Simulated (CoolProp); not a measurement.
The fluid at 339.27 K and 1.29 MPa is throttled through a valve to 0.0523 MPa with no heat exchange. The same conditions are run with several fluids, on thermodynamics alone (safety and materials aside).

The numbers come from the reference Helmholtz-energy equation of state of each fluid (R141b: Lemmon 2006; neopentane: Lemmon 2006; n-octane: Beckmüller 2019; n-butane: Bücker 2006; n-hexane: Thol 2019) in CoolProp.

Rank R141b, neopentane, n-octane, n-butane, n-hexane by temperature change (K), highest first.

n-octane (+0.4), n-hexane (-17.0), R141b (-51.6), neopentane (-73.7), n-butane (-82.8)

```csv
fluid,final phase,final density (kg/m³)
R141b,"two-phase, vapour fraction 0.265",9.84
neopentane,"two-phase, vapour fraction 0.527",3.33
n-octane,liquid,664
n-butane,"two-phase, vapour fraction 0.509",2.87
n-hexane,"two-phase, vapour fraction 0.121",14.1
```
